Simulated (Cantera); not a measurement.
A perfectly stirred reactor is fed with N2O : H2O = 1 : 0.18 (molar parts), at 13300 Pa; it is held at 1150 K, and followed from long to short residence time.

Model: GRI-Mech 3.0 (53 species, 325 reactions), integrated in Cantera. GRI-Mech 3.0 was tuned for natural gas; its chemistry of N2O as a main component is partial and can be far from experiment. The mechanism lacks the step 2 NO + O2 → 2 NO2, which can matter for NO2 below about 1400 K. The temperature is held fixed by assumption; the heat of reaction is taken as removed at once.

Question: What does this change do: N2O 1 to 8.8 parts?

Answer: 
| quantity | before | after |
|---|---|---|
| x(N2O) at τ = 2.90 s | 0.698 | 0.857 |
| x(H2O) at τ = 2.90 s | 0.145 | 0.0192 |
| x(H2) at τ = 2.90 s | 7.29e-8 | 8.20e-9 |
| x(NO2) at τ = 2.90 s | 0.000635 | 0.000378 |
| x(N2) at τ = 2.90 s | 0.102 | 0.0797 |
| x(N2O) at τ = 95.0 ms | 0.841 | 0.975 |
| x(H2O) at τ = 95.0 ms | 0.152 | 0.0200 |
| x(H2) at τ = 95.0 ms | 1.90e-7 | 1.71e-8 |
| x(NO2) at τ = 95.0 ms | 9.46e-5 | 5.65e-5 |
| x(N2) at τ = 95.0 ms | 0.00419 | 0.00302 |

Question: What does this change do: pressure from 13300 Pa to 520 Pa?

Answer: 
```csv
quantity,before,after
x(N2O) at τ = 2.90 s,0.698,0.840
x(H2O) at τ = 2.90 s,0.145,0.152
x(H2) at τ = 2.90 s,7.29e-8,1.89e-7
x(NO2) at τ = 2.90 s,0.000635,0.000113
x(N2) at τ = 2.90 s,0.102,0.00506
x(N2O) at τ = 95.0 ms,0.841,0.847
x(H2O) at τ = 95.0 ms,0.152,0.153
x(H2) at τ = 95.0 ms,1.90e-7,2.90e-8
x(NO2) at τ = 95.0 ms,9.46e-5,5.15e-7
x(N2) at τ = 95.0 ms,0.00419,0.000160
```
Radical loss at walls, strong at low pressure, is not modelled.
